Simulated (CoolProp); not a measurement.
Computed with CoolProp (reference Helmholtz-energy equation of state, Zhou 2014).

**Question.** For cyclohexane, give the phase and the density (kg/m³), cp (kJ/(kg K)), Joule-Thomson coefficient (K/MPa) at 88.25 °C and 21300 kPa; 97.55 °C and 21300 kPa; 116.15 °C and 21300 kPa.

**Answer.** 
- 88.25 °C and 21300 kPa: liquid; density 737, cp 2.12, Joule-Thomson coefficient -0.373
- 97.55 °C and 21300 kPa: liquid; density 729, cp 2.16, Joule-Thomson coefficient -0.359
- 116.15 °C and 21300 kPa: liquid; density 713, cp 2.24, Joule-Thomson coefficient -0.331
